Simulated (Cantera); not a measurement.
A closed system holds: 1 mol Si, 1 mol Cl₂, 1.1 mol H₂, at 827 °C and 3.30 bar.

Method: chemical equilibrium by Gibbs-energy minimisation in Cantera with the NASA 1993 tables (ideal gas, pure condensed phases). Candidate condensed phases: Si; 19 gas species. The tables' values for SiCl₃ are old estimates; treat these amounts as uncertain. Rates play no part.

Base state: H₂ 0.633, SiCl₄ 0.225, SiHCl₃ 0.111, HCl 0.0189, SiH₂Cl₂ 0.00660, SiCl₃ 0.00430, SiCl₂ 0.00115, SiH₃Cl 0.000104 (mole fractions); condensed: Si(s).

Q: What changes in the equilibrium state with this change: pressure from 3.30 bar to 0.100 bar?

A: 
```csv
species,before,after
H₂,0.633,0.635
SiCl₄,0.225,0.249
SiHCl₃,0.111,0.0502
HCl,0.0189,0.0465
SiCl₃,0.00430,0.0111
SiH₃Cl,0.000104,7.76e-6
SiCl₂,0.00115,0.00693
SiH₂Cl₂,0.00660,0.00121
"Si(s), mol",0.456,0.487
```

Q: What changes in the equilibrium state with this change: temperature from 827 °C to 952 °C?

A: 
```csv
species,before,after
H₂,0.633,0.618
SiCl₄,0.225,0.213
SiHCl₃,0.111,0.102
HCl,0.0189,0.0402
SiCl₃,0.00430,0.0131
SiCl₂,0.00115,0.00637
SiH₃Cl,0.000104,0.000116
"Si(s), mol",0.456,0.460
```
